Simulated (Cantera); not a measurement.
A closed system holds: 1 mol CsCl, 0.15 mol HF, 35 mol N2, equilibrated at 28000 Pa.

Method: chemical equilibrium by Gibbs-energy minimisation in Cantera with the NASA 1993 tables (ideal gas, pure condensed phases). Candidate condensed phases: Cs, CsCl, CsF, NH4Cl; 32 gas species. Rates play no part.

### Question
Which condensed phases are stable at each of these points (T (°C)): 652, 727, 802, 877, 952, 1027, 1102, 1177, 1252, 1327, 1402, 1477, 1552, 1627?

### Answer
```tsv
T (°C)	condensed phases	Cs condensed (%)
652	CsCl(l)	96.3
727	CsCl(l)	81.7
802	CsCl(l)	29.2
877	gas only	0.0
952	gas only	0.0
1027	gas only	0.0
1102	gas only	0.0
1177	gas only	0.0
1252	gas only	0.0
1327	gas only	0.0
1402	gas only	0.0
1477	gas only	0.0
1552	gas only	0.0
1627	gas only	0.0
```

From 652 °C to 802 °C the condensed part is CsCl(l). From 877 °C to 1627 °C nothing is condensed.
